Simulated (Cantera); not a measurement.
A closed system holds: 1 mol CH₃F, 0.078 mol CH₄, equilibrated at 1525 K and 7.60 Pa.

These are equilibrium values from Cantera (NASA tables, ideal gas, pure condensed phases), not measurements of a reactor. Candidate condensed phases: C, C₆H₆, C₇H₈, C₈H₁₈; 95 gas species. Equilibrium is a limit: real reactors are often held back by kinetics, nucleation or transport.

**Question.** What is the equilibrium state?

**Answer.** 
| Item | Value |
|---|---|
| x(H₂) | 0.535 |
| x(HF) | 0.463 |
| x(H) | 0.00198 |
| x(C₂H₂ (acetylene)) | 6.46e-6 |
| n(C(graphite)) | 1.08 mol |
| gas amount | 2.158 mol |
